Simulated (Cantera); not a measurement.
Input: 1 mol MgCO3, a varied amount of H2, at 1727 °C and 10.0 mbar.

Equilibrium computed with Cantera from the NASA thermochemical tables; the gas is ideal and each condensed phase is pure. Candidate condensed phases: C, C6H6, C7H8, C8H18, H2O, Mg, MgCO3, MgO, Mg(OH)2; 116 gas species. Kinetics and transport are ignored.

Problem. At 0.087 mol H2, list the 7 most abundant gas species with their mole fractions, and the condensed phases.

Solution. CO2 0.807, CO 0.101, H2O 0.0752, O2 0.0112, OH 0.00270, H2 0.00205, H 0.000737. Condensed: MgO(s).
